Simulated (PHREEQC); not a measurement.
Consider water at 72 °C with 0.014 mol/kgw FeCl3, 0.00018 mol/kgw CaCl2 and 0.26 mol/kgw NaCl. Closed to the air; pH follows from the charge balance.

Computed with PHREEQC (ion-association model, phreeqc.dat).

### Question
The ionic strength comes out as 0.314 mol/kgw. What activity coefficients do Fe(OH)2+, FeCl2+, Cl-, Fe3(OH)4+5, Fe+3 get?

### Answer
Fe(OH)2+ 0.70, FeCl2+ 0.69, Cl- 0.66, Fe3(OH)4+5 0.00019, Fe+3 0.090.

This is a speciation only: nothing precipitates in the calculation. The solution is supersaturated, for example in Hematite (slow to form), Goethite (slow to form), so a real one may precipitate; this is no full list. Complexes and solids missing from the database can't appear. Constants without temperature data keep their 25 °C values here.
